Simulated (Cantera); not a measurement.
# Transport properties of process gases

Gas mixture: H2 = 0.39 (molar parts), at 95.0 Pa, frozen composition.

Cantera's kinetic-theory transport with the Lennard-Jones parameters of GRI-Mech 3.0, ideal gas; thermal conductivity in the mixture-averaged form.

```json
[
 {"T (K)": "400", "ρ (kg/m³)": "5.76e-5", "cp (J/kg/K)": "14520", "μ (µPa s)": "10.9", "λ (mW/m/K)": "229", "Pr": "0.689", "D (cm²/s) N2": "1350", "D (cm²/s) H2": "270000", "D (cm²/s) CO2": "1170"},
 {"T (K)": "550", "ρ (kg/m³)": "4.19e-5", "cp (J/kg/K)": "14520", "μ (µPa s)": "13.4", "λ (mW/m/K)": "282", "Pr": "0.689", "D (cm²/s) N2": "2310", "D (cm²/s) H2": "464000", "D (cm²/s) CO2": "2010"},
 {"T (K)": "700", "ρ (kg/m³)": "3.29e-5", "cp (J/kg/K)": "14560", "μ (µPa s)": "15.6", "λ (mW/m/K)": "331", "Pr": "0.687", "D (cm²/s) N2": "3450", "D (cm²/s) H2": "698000", "D (cm²/s) CO2": "3020"},
 {"T (K)": "850", "ρ (kg/m³)": "2.71e-5", "cp (J/kg/K)": "14780", "μ (µPa s)": "17.7", "λ (mW/m/K)": "380", "Pr": "0.690", "D (cm²/s) N2": "4770", "D (cm²/s) H2": "966000", "D (cm²/s) CO2": "4180"},
 {"T (K)": "1000", "ρ (kg/m³)": "2.30e-5", "cp (J/kg/K)": "14960", "μ (µPa s)": "19.7", "λ (mW/m/K)": "428", "Pr": "0.687", "D (cm²/s) N2": "6240", "D (cm²/s) H2": "1270000", "D (cm²/s) CO2": "5480"},
 {"T (K)": "1150", "ρ (kg/m³)": "2.00e-5", "cp (J/kg/K)": "15270", "μ (µPa s)": "21.5", "λ (mW/m/K)": "477", "Pr": "0.689", "D (cm²/s) N2": "7870", "D (cm²/s) H2": "1600000", "D (cm²/s) CO2": "6920"}
]
```
D: mixture-averaged diffusion coefficient of that species in the mixture.
